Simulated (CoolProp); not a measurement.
Vapour-liquid equilibrium of ethylbenzene (1) + o-xylene (2) at 441 K; x and y are mole fractions of (1).

Computed with CoolProp (multi-fluid Helmholtz-energy mixture model, Zhou 2012 and Zhou 2012; pair parameters Bell 2016).

Q: Give the bubble pressure and the first vapour's composition at x = 0.15, 0.25, 0.85. Is there an azeotrope?

A: x = 0.15: 0.1876 MPa, y = 0.176; x = 0.25: 0.1919 MPa, y = 0.288; x = 0.85: 0.2162 MPa, y = 0.869. No azeotrope shows between x = 0.05 and 0.95.

The pair parameters rest on a limited set of measurements; away from them the model extrapolates.
